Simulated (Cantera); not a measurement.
Feed: 1 mol MgO, 7.9 mol O2, 1.2 mol N2, 0.91 mol SO3, equilibrated at 100000 Pa.

Equilibrium computed with Cantera from the NASA thermochemical tables; the gas is ideal and each condensed phase is pure. Candidate condensed phases: Mg, MgO, MgS, MgSO4, S; 22 gas species. Mutual solubility and eutectic melting of coexisting phases are not modelled. Kinetics and transport are ignored.

x: gas mole fraction; n: condensed amount in mol.

```csv
T (K),x O2,x N2,x SO2,x SO3,x NO,x O,x NO2,n MgO(s),n MgSO4(s)
1073,0.868,0.132,6.47e-5,4.90e-5,___,1.16e-9,3.76e-6,0.0910,0.909
1148,0.867,0.132,0.000985,0.000366,___,7.39e-9,4.80e-6,0.102,0.898
1223,0.858,0.129,0.0106,0.00211,___,3.74e-8,5.85e-6,0.208,0.792
1298,0.797,0.115,0.0786,0.00869,___,1.52e-7,6.22e-6,1.00,0
1373,0.798,0.115,0.0817,0.00555,___,5.50e-7,7.39e-6,1.00,0
1448,0.798,0.115,0.0834,0.00367,___,1.74e-6,8.62e-6,1.00,0
1523,0.798,0.114,0.0846,0.00251,___,4.93e-6,9.92e-6,1.00,0
1598,0.797,0.114,0.0853,0.00178,___,1.26e-5,1.13e-5,1.00,0
1673,0.797,0.114,0.0857,0.00130,___,2.98e-5,1.27e-5,1.00,0
1748,0.797,0.113,0.0860,0.000974,___,6.55e-5,1.41e-5,1.00,0
```

What belongs in the gaps?


- 1073, x NO: 5.50e-5
- 1148, x NO: 0.000107
- 1223, x NO: 0.000190
- 1298, x NO: 0.000291
- 1373, x NO: 0.000462
- 1448, x NO: 0.000699
- 1523, x NO: 0.00101
- 1598, x NO: 0.00142
- 1673, x NO: 0.00193
- 1748, x NO: 0.00256
